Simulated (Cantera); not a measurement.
Input: 1 mol FeCl3, 30 mol H2, 0.3 mol N2, held at 1475 K and 0.140 Pa.

Method: chemical equilibrium by Gibbs-energy minimisation in Cantera with the NASA 1993 tables (ideal gas, pure condensed phases). Candidate condensed phases: Fe, FeCl2, FeCl3, NH4Cl; 18 gas species. Kinetics and transport are ignored.

Base state: H2 0.864, HCl 0.0851, Fe 0.0277, H 0.0102, N2 0.00912, FeCl2 0.00267, Cl 0.000812 (mole fractions); condensed: gas only.

Problem. What changes in the equilibrium state with this change: H2 from 30 to 5.8 mol?

Solution. 
```json
[
 {"species": "H2", "before": "0.864", "after": "0.591"},
 {"species": "HCl", "before": "0.0851", "after": "0.238"},
 {"species": "FeCl2", "before": "0.00267", "after": "0.0644"},
 {"species": "N2", "before": "0.00912", "after": "0.0369"},
 {"species": "Fe", "before": "0.0277", "after": "0.0586"},
 {"species": "H", "before": "0.0102", "after": "0.00843"},
 {"species": "FeCl", "before": "5.04e-6", "after": "3.61e-5"},
 {"species": "Cl", "before": "0.000812", "after": "0.00275"}
]
```

Problem. What changes in the equilibrium state with this change: temperature from 1475 K to 1123.15 K?

Solution. 
| species | before | after |
|---|---|---|
| H2 | 0.864 | 0.899 |
| HCl | 0.0851 | 0.0892 |
| N2 | 0.00912 | 0.00943 |
| Fe | 0.0277 | 2.24e-6 |
| H | 0.0102 | 3.42e-5 |
| FeCl2 | 0.00267 | 0.00259 |
| Cl | 0.000812 | 3.02e-6 |
| Fe(α), mol | 0 | 0.918 |

Problem. What changes in the equilibrium state with this change: 0.96 mol Cl2 added?

Solution. 
```
species    before    after
-------  --------  -------
H2          0.864    0.818
HCl        0.0851    0.133
Fe         0.0277   0.0237
H          0.0102  0.00991
FeCl2     0.00267  0.00588
Cl       0.000812  0.00130
N2        0.00912  0.00889
```
